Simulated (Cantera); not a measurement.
Charge: 1 mol HI, 1.7 mol H2, 0.31 mol O2, held at 752 °C and 1600 Pa.

These are equilibrium values from Cantera (NASA tables, ideal gas, pure condensed phases), not measurements of a reactor. Candidate condensed phases: H2O, I2; 12 gas species. Kinetics and transport are ignored.

Base state: H2 0.422, HI 0.298, H2O 0.224, I 0.0479, I2 0.00758 (mole fractions); condensed: gas only.

**Question.** What changes in the equilibrium state with this change: O2 from 0.31 to 5.3 mol?

**Answer.** 
```csv
species,before,after
O2,<1e-9,0.582
H2O,0.224,0.305
I,0.0479,0.0877
H2,0.422,<1e-9
HI,0.298,2.01e-5
I2,0.00758,0.0254
```

**Question.** What changes in the equilibrium state with this change: H2 from 1.7 to 2.8 mol?

**Answer.** 
| species | before | after |
|---|---|---|
| H2 | 0.422 | 0.583 |
| HI | 0.298 | 0.223 |
| H2O | 0.224 | 0.161 |
| I | 0.0479 | 0.0304 |
| I2 | 0.00758 | 0.00305 |

**Question.** What changes in the equilibrium state with this change: HI replaced by H2O?

**Answer.** 
```
species   before  after
-------  -------  -----
H2O        0.224  0.600
H2         0.422  0.400
HI         0.298      0
I         0.0479      0
I2       0.00758      0
```
